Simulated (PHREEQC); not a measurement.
1 kg of water holding 0.018 mol/kgw Na2CO3, 0.038 mol/kgw NaOH, 0.032 mol/kgw NaCl and 0.026 mol/kgw Na2SO4 is evaporated at 25 °C; the solids stay in contact with the brine. No CO2 enters from the air. The run lets Burkeite, Halite, Mirabilite, Nahcolite, Natron, Thenardite, Trona precipitate or redissolve, and no other solid.

Model: Pitzer model, pitzer.dat, run in PHREEQC.

| water left (kg) | ionic strength | water activity | Halite (mol) | Burkeite (mol) | Cl in solution (mol/kgw) | S in solution (mol/kgw) | Na in solution (mol/kgw) |
|---|---|---|---|---|---|---|---|
| 1 | 0.202 | 0.996 | 0 | 0 | 0.0320 | 0.0260 | 0.158 |
| 0.6755 | 0.299 | 0.994 | 0 | 0 | 0.0474 | 0.0385 | 0.234 |
| 0.5552 | 0.364 | 0.993 | 0 | 0 | 0.0576 | 0.0468 | 0.285 |
| 0.375 | 0.539 | 0.989 | 0 | 0 | 0.0853 | 0.0693 | 0.421 |
| 0.2533 | 0.797 | 0.984 | 0 | 0 | 0.126 | 0.103 | 0.624 |
| 0.2082 | 0.970 | 0.981 | 0 | 0 | 0.154 | 0.125 | 0.759 |
| 0.1407 | 1.44 | 0.972 | 0 | 0 | ___ | 0.185 | 1.12 |
| 0.09502 | 2.13 | 0.959 | 0 | 0 | 0.337 | ___ | 1.66 |
| 0.06418 | ___ | 0.939 | 0 | 0 | 0.499 | 0.405 | 2.46 |
| 0.05276 | 3.83 | 0.925 | 0 | 0 | 0.607 | 0.493 | 2.99 |
| 0.03564 | 5.67 | 0.883 | 0 | 0 | 0.898 | 0.730 | 4.43 |
| 0.02407 | 8.39 | 0.814 | 0 | 0 | 1.33 | ___ | 6.56 |
| 0.01979 | 9.49 | 0.774 | 0 | 0.00159 | 1.62 | 1.15 | 7.50 |
| 0.01337 | 8.91 | 0.731 | 0 | ___ | 2.39 | ___ | 7.68 |
| 0.009031 | 9.84 | 0.636 | 0.00129 | ___ | 3.40 | 0.126 | 9.09 |
| 0.007427 | 10.4 | 0.601 | ___ | 0.0127 | 2.96 | 0.0754 | 9.65 |
| 0.005013 | 12.5 | 0.488 | 0.0229 | 0.0130 | 1.82 | 0.0159 | 11.4 |

Problem. What belongs in the gaps?

Solution. 
- 0.1407, Cl in solution (mol/kgw): 0.228
- 0.09502, S in solution (mol/kgw): 0.274
- 0.06418, ionic strength: 3.15
- 0.02407, S in solution (mol/kgw): 1.08
- 0.01337, Burkeite (mol): 0.00921
- 0.01337, S in solution (mol/kgw): 0.567
- 0.009031, Burkeite (mol): 0.0124
- 0.007427, Halite (mol): 0.0100
